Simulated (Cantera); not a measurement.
A perfectly stirred reactor is fed with 1.06 % CH4, 96.6 % H2, 2.32 % H, at 20.0 Torr; it is held at 2075 K, and followed from long to short residence time.

Computed with Cantera and GRI-Mech 3.0 (53 species, 325 reactions). GRI-Mech 3.0 stops at C3 and has no aromatics, soot or wall deposition, so with more carbon than oxygen in the feed, carbon stays in small species such as C2H2 where larger ones or solid carbon would form. Radical loss at walls, strong at low pressure, is not modelled.

x: mole fraction; the columns are a selection and need not sum to one.

```tsv
τ (s)	x CH4	x H2	x H	x C2H6	x CH2	x C2H4
24	9.38e-5	0.978	0.0162	1.28e-10	6.73e-7	6.19e-7
9.0	0.000152	0.978	0.0161	3.33e-10	1.08e-6	6.32e-7
3.4	0.000248	0.979	0.0160	8.79e-10	1.72e-6	6.70e-7
1.3	0.000404	0.979	0.0158	2.31e-9	2.72e-6	7.72e-7
0.49	0.000667	0.979	0.0155	6.18e-9	4.28e-6	1.05e-6
0.18	0.00110	0.979	0.0153	1.67e-8	6.71e-6	1.77e-6
0.070	0.00173	0.978	0.0151	4.06e-8	1.01e-5	3.41e-6
0.027	0.00260	0.978	0.0152	9.22e-8	1.48e-5	6.87e-6
0.010	0.00371	0.976	0.0158	1.93e-7	2.15e-5	1.36e-5
0.0038	(withheld)	0.975	0.0167	(withheld)	(withheld)	(withheld)
0.0014	(withheld)	0.973	0.0178	(withheld)	(withheld)	(withheld)
```

Q: Fill in the missing entries.

A: 
- 0.0038, x CH4: 0.00485
- 0.0038, x C2H6: 3.43e-7
- 0.0038, x CH2: 2.96e-5
- 0.0038, x C2H4: 2.35e-5
- 0.0014, x CH4: 0.00593
- 0.0014, x C2H6: 5.34e-7
- 0.0014, x CH2: 3.86e-5
- 0.0014, x C2H4: 3.56e-5
